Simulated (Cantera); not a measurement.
Input (Python, Cantera) and output of one run.

```python
import numpy as np
import cantera as ct

gas_names = """
    H HO2 H2 H2O H2O2 H2S H2SO4 Mg MgH MgO MgOH MgO2H2 MgS Mg2 O OH O2 O3 S SH SO SO2 SO3 S2 S2O S8
""".split()
cond_names = """
    H2O(s) H2O(L) H2SO4(L) Mg(cr) Mg(L) MgO(s) MgO(L) MgO2H2(s) MgS(s) MgSO4(s) MgSO4(L) S(cr1) S(cr2)
    S(L)
""".split()


def load(file, names, dense=False):
    # The tables refer to 1 bar. Condensed volumes are neglected.
    table = {s.name: s for s in ct.Species.list_from_file(file)}
    out = []
    for n in names:
        d = dict(table[n].input_data)
        d["thermo"] = dict(d["thermo"], **{"reference-pressure": 1e5})
        if dense:
            d["equation-of-state"] = {"model": "constant-volume", "density": "1e6 g/cm^3"}
        out.append(ct.Species.from_dict(d))
    return out


gas = ct.Solution(thermo="ideal-gas", species=load("nasa_gas.yaml", gas_names))
cond = {s.name: ct.Solution(thermo="fixed-stoichiometry", species=[s], name=s.name)
        for s in load("nasa_condensed.yaml", cond_names, dense=True)}
atoms = {
    'MgO': {'Mg': 1, 'O': 1},
    'H2S': {'H': 2, 'S': 1},
    'H2O': {'H': 2, 'O': 1},
    'SO3': {'S': 1, 'O': 3},
}
top_T = {'MgS(s)': 2250}  # K; cautious upper limits of use, not melting points


def equilibrate(T, P, feed):
    n = {}
    for name, mol in feed.items():
        for a, k in atoms[name].items():
            n[a] = n.get(a, 0.0) + k * mol
    gas.TPX = T, P, n
    mass = sum(n.values()) * gas.mean_molecular_weight
    gas.equilibrate("TP")
    valid = [c for c in cond.values() if c.min_temp <= T <= top_T.get(c.name, c.max_temp)]
    mix = ct.Mixture([(gas, mass / gas.mean_molecular_weight)] + [(c, 0.0) for c in valid])
    mix.T, mix.P = T, P
    mix.equilibrate("TP", solver="vcs", rtol=1e-11, max_steps=5000)
    return mix


results = []
feed = {'MgO': 1, 'H2S': 3.3, 'H2O': 8.8, 'SO3': 0.2}  # mol
P = 13332.2  # Pa
for T in [1173, 1223, 1273, 1323, 1373, 1423, 1473, 1523, 1573, 1623, 1673, 1723, 1773]:
    mix = equilibrate(T, P, feed)
    results.append((T, P, feed, dict(zip(mix.species_names, mix.species_moles))))
    x = sorted(zip(gas.X, gas.species_names), reverse=True)
    print(f"T = {T:g} K  P = {P:g} Pa  gas = {mix.phase_moles(0):.4g} mol")
    print("   x: " + "  ".join(f"{s} {v:.3e}" for v, s in x if v > 0.0001))
    print("   condensed (mol): " + ("  ".join(f"{mix.phase(i).name} {mix.phase_moles(i):.4g}"
          for i in range(1, mix.n_phases) if mix.phase_moles(i) > 1e-12) or "none"))
```

Output:

```
T = 1173 K  P = 13332.2 Pa  gas = 12.89 mol
   x: H2O 7.149e-01  H2S 1.565e-01  H2 6.739e-02  S2 5.360e-02  SO2 7.059e-03  S2O 3.079e-04  SH 1.848e-04
   condensed (mol): MgO(s) 1
T = 1223 K  P = 13332.2 Pa  gas = 12.99 mol
   x: H2O 7.066e-01  H2S 1.408e-01  H2 8.395e-02  S2 5.964e-02  SO2 8.301e-03  S2O 3.560e-04  SH 2.972e-04
   condensed (mol): MgO(s) 1
T = 1273 K  P = 13332.2 Pa  gas = 13.1 mol
   x: H2O 6.974e-01  H2S 1.252e-01  H2 1.011e-01  S2 6.538e-02  SO2 9.906e-03  SH 4.552e-04  S2O 4.105e-04  SO 1.262e-04
   condensed (mol): MgO(s) 1
T = 1323 K  P = 13332.2 Pa  gas = 13.2 mol
   x: H2O 6.875e-01  H2 1.184e-01  H2S 1.103e-01  S2 7.055e-02  SO2 1.191e-02  SH 6.674e-04  S2O 4.701e-04  SO 2.176e-04
   condensed (mol): MgO(s) 1
T = 1373 K  P = 13332.2 Pa  gas = 13.31 mol
   x: H2O 6.769e-01  H2 1.356e-01  H2S 9.642e-02  S2 7.496e-02  SO2 1.433e-02  SH 9.414e-04  S2O 5.328e-04  SO 3.622e-04
   condensed (mol): MgO(s) 1
T = 1423 K  P = 13332.2 Pa  gas = 13.41 mol
   x: H2O 6.656e-01  H2 1.524e-01  H2S 8.390e-02  S2 7.846e-02  SO2 1.717e-02  SH 1.284e-03  S2O 5.965e-04  SO 5.827e-04
   condensed (mol): MgO(s) 1
T = 1473 K  P = 13332.2 Pa  gas = 13.5 mol
   x: H2O 6.537e-01  H2 1.687e-01  S2 8.101e-02  H2S 7.279e-02  SO2 2.043e-02  SH 1.698e-03  SO 9.075e-04  S2O 6.591e-04
   condensed (mol): MgO(s) 1
T = 1523 K  P = 13332.2 Pa  gas = 13.59 mol
   x: H2O 6.412e-01  H2 1.846e-01  S2 8.263e-02  H2S 6.309e-02  SO2 2.407e-02  SH 2.189e-03  SO 1.370e-03  S2O 7.186e-04
   condensed (mol): MgO(s) 1
T = 1573 K  P = 13332.2 Pa  gas = 13.68 mol
   x: H2O 6.281e-01  H2 2.001e-01  S2 8.334e-02  H2S 5.469e-02  SO2 2.804e-02  SH 2.757e-03  SO 2.009e-03  S2O 7.729e-04
   condensed (mol): MgO(s) 1
T = 1623 K  P = 13332.2 Pa  gas = 13.77 mol
   x: H2O 6.146e-01  H2 2.151e-01  S2 8.324e-02  H2S 4.746e-02  SO2 3.226e-02  SH 3.403e-03  SO 2.867e-03  S2O 8.205e-04  S 1.204e-04
   condensed (mol): MgO(s) 1
T = 1673 K  P = 13332.2 Pa  gas = 13.85 mol
   x: H2O 6.006e-01  H2 2.298e-01  S2 8.240e-02  H2S 4.126e-02  SO2 3.666e-02  SH 4.123e-03  SO 3.986e-03  S2O 8.603e-04  S 1.938e-04  H 1.495e-04
   condensed (mol): MgO(s) 1
T = 1723 K  P = 13332.2 Pa  gas = 13.93 mol
   x: H2O 5.863e-01  H2 2.440e-01  S2 8.090e-02  SO2 4.115e-02  H2S 3.593e-02  SO 5.413e-03  SH 4.913e-03  S2O 8.914e-04  S 3.022e-04  H 2.467e-04
   condensed (mol): MgO(s) 1
T = 1773 K  P = 13332.2 Pa  gas = 14.01 mol
   x: H2O 5.717e-01  H2 2.577e-01  S2 7.883e-02  SO2 4.564e-02  H2S 3.134e-02  SO 7.188e-03  SH 5.767e-03  S2O 9.132e-04  S 4.577e-04  H 3.955e-04
   condensed (mol): MgO(s) 0.9999
```

These are equilibrium values from Cantera (NASA tables, ideal gas, pure condensed phases), not measurements of a reactor. Gases not in the tables: S3 to S7.
